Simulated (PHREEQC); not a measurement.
Dissolve 0.11 mol ZnCl2, 0.001 mol Na2SO4 and 0.00068 mol FeSO4 per kg of water at 5.2 °C. Closed to the air; pH follows from the charge balance.

Model: ion-association model, wateq4f.dat, run in PHREEQC.

```json
[
 {"quantity": "pH", "before": "4.98", "after": "6.76"},
 {"quantity": "ionic strength (mol/kgw)", "before": "0.316", "after": "0.00544"},
 {"quantity": "SO4-2 (mol/kgw)", "before": "0.000688", "after": "0.00160"},
 {"quantity": "NaSO4- (mol/kgw)", "before": "1.55e-6", "after": "1.03e-5"},
 {"quantity": "HSO4- (mol/kgw)", "before": "1.71e-7", "after": "1.44e-8"},
 {"quantity": "SI of Mirabilite (Na2SO4:10H2O)", "before": "-7.35", "after": "-6.29"}
]
```

Task: Which change was made?
A) FeSO4 replaced by ZnSO4 at the same molality
B) ZnCl2 from 0.11 to 0.099 mol/kgw
C) ZnCl2 left out
D) temperature from 5.2 to 25 °C
E) Na2SO4 from 0.001 to 0.0011 mol/kgw

Result: C, ZnCl2 left out

This is a speciation only: nothing precipitates in the calculation. Constants without temperature data keep their 25 °C values here.
